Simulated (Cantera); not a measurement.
A Cantera script and its output.

```python
import numpy as np
import cantera as ct

gas = ct.Solution("h2o2.yaml")
gas.TPX = 1450, 1333, {'H2': 0.22, 'O2': 1}
reactor = ct.IdealGasConstPressureReactor(gas, energy="off", clone=False)
net = ct.ReactorNet([reactor])
net.rtol, net.atol = 1e-08, 1e-18
show = ['H2', 'O2', 'HO2', 'H2O2', 'H2O']
times = np.geomspace(3e-05, 30, 9)

steps = ct.SolutionArray(gas, extra=["t"])
rows = []
print(f"{'t/s':>10s}{'T/K':>9s}{'P/Pa':>11s}" + "".join(f"{s:>11s}" for s in show))
for t in times:
    while net.time < t:
        t_next = net.step()
        steps.append(gas.state, t=t_next)
    rows.append([np.interp(t, steps.t, y) for y in (steps.T, steps.P, *steps(*show).X.T)])
    print(f"{t:10.3e}{rows[-1][0]:9.1f}{rows[-1][1]:11.4g}" + "".join(f"{x:11.3e}" for x in rows[-1][2:]))
rate = np.gradient(steps.T, steps.t)
print("integrator steps:", len(steps.t))
if steps.T.max() > steps.T[0] + 200:
    print(f"time of steepest temperature rise: {steps.t[rate.argmax()]:.4e} s")
gas.TPX = 1450, 1333, {'H2': 0.22, 'O2': 1}
gas.equilibrate("TP")
print(f"equilibrium (TP): T = {gas.T:.1f} K  " + "  ".join(f"{s} {gas[s].X[0]:.3e}" for s in show))
```

It prints:

```
       t/s      T/K       P/Pa         H2         O2        HO2       H2O2        H2O
 3.000e-05   1450.0       1333  1.803e-01  8.197e-01  2.019e-07  2.729e-10  7.281e-08
 1.687e-04   1450.0       1333  1.803e-01  8.196e-01  1.134e-06  7.941e-09  2.574e-05
 9.487e-04   1450.0       1333  8.571e-03  6.975e-01  4.538e-06  1.563e-07  1.396e-01
 5.335e-03   1450.0       1333  7.594e-03  7.125e-01  4.645e-06  1.602e-07  1.484e-01
 3.000e-02   1450.0       1333  3.608e-03  7.633e-01  4.380e-06  1.483e-07  1.773e-01
 1.687e-01   1450.0       1333  2.590e-04  7.982e-01  1.160e-06  4.876e-08  1.957e-01
 9.487e-01   1450.0       1333  1.303e-05  8.014e-01  1.575e-07  8.698e-09  1.977e-01
 5.335e+00   1450.0       1333  2.048e-06  8.016e-01  1.688e-07  3.259e-09  1.980e-01
 3.000e+01   1450.0       1333  1.827e-06  8.017e-01  1.752e-07  3.153e-09  1.980e-01
integrator steps: 1723
equilibrium (TP): T = 1450.0 K  H2 1.827e-06  O2 8.017e-01  HO2 1.752e-07  H2O2 3.153e-09  H2O 1.980e-01
```

Computed with Cantera and the H2/O2 subset of GRI-Mech 3.0, which has no nitrogen chemistry. Radical loss at walls, strong at low pressure, is not modelled. The temperature is held fixed by assumption; the heat of reaction is taken as removed at once.
